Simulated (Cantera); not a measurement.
Input: 1 mol Fe2O3, 5.3 mol C, 8.5 mol N2, at 0.100 bar.

Cantera equilibrium calculation (NASA polynomials, part measured and part estimated; ideal gas, pure solids and liquids). Candidate condensed phases: C, Fe, Fe(CO)5, FeO, Fe2O3, Fe3O4; 27 gas species. Iron dissolves carbon and melts from about 1420 K in contact with it, which pure phases cannot show. Condensed phases not in the tables: cementite and carbon dissolved in iron. Kinetics and transport are ignored. All values below are at 1973 K.

Base state: N2 0.737, CO 0.260, Fe 0.00268 (mole fractions); condensed: C(graphite) + Fe(l).

Question: What changes in the equilibrium state with this change: Fe2O3 replaced by CuO?

Answer: 
```
species            before     after
----------------  -------  --------
N2                  0.737     0.865
CO                  0.260     0.102
Cu                      0    0.0334
Fe                0.00268         0
Cu2                     0  0.000126
C(graphite), mol     2.30      4.30
Fe(l), mol           1.97         0
Cu(l), mol              0     0.669
```
Further candidate phases: Cu, CuO, Cu2O.

Question: What changes in the equilibrium state with this change: pressure from 0.100 bar to 1.80 bar?

Answer: 
| species | before | after |
|---|---|---|
| N2 | 0.737 | 0.739 |
| CO | 0.260 | 0.261 |
| Fe | 0.00268 | 0.000149 |
| C(graphite), mol | 2.30 | 2.30 |
| Fe(l), mol | 1.97 | 2.00 |
